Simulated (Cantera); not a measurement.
**Thermodynamics of nitride etching, feed BN + F₂ + O₂**

Charge: 1 mol BN, 4.8 mol F₂, 3.5 mol O₂, at 1027 °C and 1.00 Torr.

Cantera equilibrium calculation (NASA polynomials, part measured and part estimated; ideal gas, pure solids and liquids). Candidate condensed phases: B, BN, B₂O₃; 31 gas species. The numbers say what is thermodynamically allowed, not how fast it happens.

```
Property                            Result
-------------------------------  ---------
x(F)                                 0.568
x(O₂)                                0.302
x(BF₃)                              0.0862
x(N₂)                               0.0431
x(F₂)                             0.000453
x(NO)                             0.000111
x(O)                               2.66e-6
x(FO)                              2.44e-6
gas amount                       11.59 mol
log10 activity of B(s) (absent)     -37.09
```
